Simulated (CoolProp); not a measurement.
The numbers come from the reference Helmholtz-energy equation of state, Thol 2017 in CoolProp.

### Question
For decamethyltetrasiloxane (MD2M), give the phase and the cp (kJ/(kg K)), cv (kJ/(kg K)), speed of sound (m/s), isothermal compressibility (1/MPa) at 115.35 °C and 1840 kPa; 171.25 °C and 1840 kPa.

### Answer
- 115.35 °C and 1840 kPa: liquid; cp 1.93, cv 1.67, speed of sound 674, isothermal compressibility 0.00335
- 171.25 °C and 1840 kPa: liquid; cp 2.05, cv 1.79, speed of sound 527, isothermal compressibility 0.00588
